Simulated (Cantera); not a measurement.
Cantera run:

```python
import numpy as np
import cantera as ct

gas_names = """
    CL CL2 H HCL H2 Si SiCL SiCL2 SiCL3 SiCL4 SiH SiHCL3 SiH2 SiH2CL2 SiH3 SiH3CL SiH4 Si2 Si3
""".split()
cond_names = """
    Si(cr) Si(L)
""".split()


# ... load() reads the species with a 1 bar reference pressure and builds the phases ...
atoms = {
    'SiCl4': {'Si': 1, 'CL': 4},
    'H2': {'H': 2},
}
top_T = {}  # K; cautious upper limits of use, not melting points


# ... equilibrate(T, P, feed) seeds the gas with the atoms and calls Mixture.equilibrate('TP', solver="vcs", rtol=1e-11, max_steps=5000) ...
results = []
feed = {'SiCl4': 1, 'H2': 1.9}  # mol
T = 673.15  # K
P = 101325  # Pa
mix = equilibrate(T, P, feed)
results.append((T, P, feed, dict(zip(mix.species_names, mix.species_moles))))
x = sorted(zip(gas.X, gas.species_names), reverse=True)
print(f"T = {T:g} K  P = {P:g} Pa  gas = {mix.phase_moles(0):.4g} mol")
print("   x: " + "  ".join(f"{s} {v:.3e}" for v, s in x if v > 1e-05))
print("   condensed (mol): " + ("  ".join(f"{mix.phase(i).name} {mix.phase_moles(i):.4g}"
      for i in range(1, mix.n_phases) if mix.phase_moles(i) > 1e-12) or "none"))
```

Result:

```
T = 673.15 K  P = 101325 Pa  gas = 2.9 mol
   x: H2 6.499e-01  SiCL4 3.395e-01  HCL 5.294e-03  SiHCL3 5.284e-03
   condensed (mol): none
```

Method: chemical equilibrium by Gibbs-energy minimisation in Cantera with the NASA 1993 tables (ideal gas, pure condensed phases).
